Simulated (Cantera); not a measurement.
# Premixed flame

A freely propagating, adiabatic, planar premixed flame of H2 : O2 : N2 : H2O = 1 : 0.227 : 1.07 : 0.07 (molar parts), equivalence ratio 2.2, unburnt at 550 K and 0.290 bar; mixture-averaged transport, grid criteria slope 0.08 and curve 0.16, no radiation.

Cantera simulation using the H2/O2 subset of GRI-Mech 3.0, which has no nitrogen chemistry; the numbers are that mechanism's predictions, not measurements. Burning velocities carry a grid error of a few per cent, more on coarse grids.

```json
[
 {"z (mm)": "-6.63", "T (K)": "550", "u (m/s)": "5.51", "x H2": "0.422", "x O2": "0.0959", "x H2O": "0.0296", "x O": "<1e-8", "x H": "<1e-8", "x H2O2": "<1e-8"},
 {"z (mm)": "-4.42", "T (K)": "550", "u (m/s)": "5.51", "x H2": "0.422", "x O2": "0.0959", "x H2O": "0.0296", "x O": "<1e-8", "x H": "<1e-8", "x H2O2": "<1e-8"},
 {"z (mm)": "-3.32", "T (K)": "550", "u (m/s)": "5.51", "x H2": "0.422", "x O2": "0.0959", "x H2O": "0.0296", "x O": "<1e-8", "x H": "<1e-8", "x H2O2": "<1e-8"},
 {"z (mm)": "-2.21", "T (K)": "550", "u (m/s)": "5.51", "x H2": "0.422", "x O2": "0.0959", "x H2O": "0.0296", "x O": "<1e-8", "x H": "1.76e-7", "x H2O2": "<1e-8"},
 {"z (mm)": "-1.11", "T (K)": "570", "u (m/s)": "5.69", "x H2": "0.419", "x O2": "0.0956", "x H2O": "0.0308", "x O": "1.24e-5", "x H": "0.000378", "x H2O2": "2.26e-6"},
 {"z (mm)": "-0.553", "T (K)": "740", "u (m/s)": "7.27", "x H2": "0.394", "x O2": "0.0903", "x H2O": "0.0462", "x O": "0.000185", "x H": "0.00818", "x H2O2": "2.47e-6"},
 {"z (mm)": "0", "T (K)": "1078", "u (m/s)": "10.3", "x H2": "0.303", "x O2": "0.0587", "x H2O": "0.116", "x O": "0.00224", "x H": "0.0488", "x H2O2": "3.64e-7"},
 {"z (mm)": "0.553", "T (K)": "1312", "u (m/s)": "12.5", "x H2": "0.217", "x O2": "0.0118", "x H2O": "0.207", "x O": "0.00214", "x H": "0.0848", "x H2O2": "2.38e-7"},
 {"z (mm)": "1.11", "T (K)": "1404", "u (m/s)": "13.3", "x H2": "0.204", "x O2": "0.00166", "x H2O": "0.228", "x O": "0.000976", "x H": "0.0859", "x H2O2": "1.61e-7"},
 {"z (mm)": "2.21", "T (K)": "1495", "u (m/s)": "14.1", "x H2": "0.209", "x O2": "0.000399", "x H2O": "0.232", "x O": "0.000731", "x H": "0.0751", "x H2O2": "1.41e-7"},
 {"z (mm)": "4.42", "T (K)": "1596", "u (m/s)": "14.9", "x H2": "0.218", "x O2": "0.000286", "x H2O": "0.234", "x O": "0.000586", "x H": "0.0609", "x H2O2": "1.08e-7"},
 {"z (mm)": "8.84", "T (K)": "1696", "u (m/s)": "15.7", "x H2": "0.227", "x O2": "0.000189", "x H2O": "0.236", "x O": "0.000403", "x H": "0.0463", "x H2O2": "6.68e-8"},
 {"z (mm)": "17.7", "T (K)": "1787", "u (m/s)": "16.5", "x H2": "0.235", "x O2": "0.000106", "x H2O": "0.238", "x O": "0.000234", "x H": "0.0330", "x H2O2": "3.56e-8"}
]
```
x: mole fraction of selected species; z is measured from the peak of heat release.

```json
{
 "laminar_burning_velocity": "551 cm/s",
 "thermal_thickness": "2.21 mm",
 "peak x(O)": "0.00291",
 "peak x(H)": "0.0874",
 "peak x(H2O2)": "3.52e-6",
 "grid_points": "132"
}
```
